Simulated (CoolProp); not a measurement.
Vapour-liquid equilibrium of methanol (1) + dimethyl carbonate (2) at 8.2 bar; x and y are mole fractions of (1).

Computed with CoolProp (multi-fluid Helmholtz-energy mixture model, de Reuck 1993 and Zhou 2011; pair parameters Bell 2016).

### Question
Give the bubble temperature and the first vapour's composition at x = 0.05, 0.35, 0.8. Is there an azeotrope?

### Answer
x = 0.05: 164.9 °C, y = 0.175; x = 0.35: 140.6 °C, y = 0.612; x = 0.8: 130.4 °C, y = 0.854. No azeotrope shows between x = 0.05 and 0.95.

The pair parameters rest on a limited set of measurements; away from them the model extrapolates.
